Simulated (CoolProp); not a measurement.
Computed with CoolProp (reference Helmholtz-energy equation of state, Thol 2015).

Problem. For octamethylcyclotetrasiloxane (D4), give the phase and the Z, cp (kJ/(kg K)) at 507.8 K and 0.0808 MPa; 507.8 K and 7.11 MPa.

Solution. 
- 507.8 K and 0.0808 MPa: gas; Z 0.963, cp 1.83
- 507.8 K and 7.11 MPa: liquid; Z 0.687, cp 2.09
